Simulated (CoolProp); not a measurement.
n-dodecane along the isotherm 346.85 °C: density (kg/m³) from the reference equation and from simpler models built on Tc = 385.0 °C, pc = 1818 kPa, ω = 0.574; each cubic takes its own stable root.

Model: reference Helmholtz-energy equation of state, Lemmon 2004, in CoolProp. It is a short technical equation, of lower accuracy than the large ones.

| p (kPa) | phase | reference | van der Waals | Redlich-Kwong | Peng-Robinson |
|---|---|---|---|---|---|
| 757 | gas | 33.17 | 30.01 | 31.08 | 32.34 |
| 1510 | liquid | 436.3 | 231.9 | 307.4 | 382.0 |
| 2270 | liquid | 449.4 | 259.4 | 335.0 | 402.1 |
| 3030 | liquid | 459.5 | 274.0 | 353.1 | 417.3 |
| 3790 | liquid | 467.9 | 284.5 | 366.9 | 429.6 |
| 4540 | liquid | 475.1 | 292.6 | 378.1 | 439.9 |
| 5300 | liquid | 481.4 | 299.5 | 387.8 | 449.0 |
| 6060 | liquid | 487.2 | 305.3 | 396.2 | 457.0 |
| 6820 | liquid | 492.4 | 310.4 | 403.8 | 464.2 |
| 7570 | liquid | 497.1 | 314.9 | 410.4 | 470.7 |
| 8330 | liquid | 501.5 | 319.0 | 416.6 | 476.8 |
| 9090 | liquid | 505.7 | 322.8 | 422.3 | 482.3 |
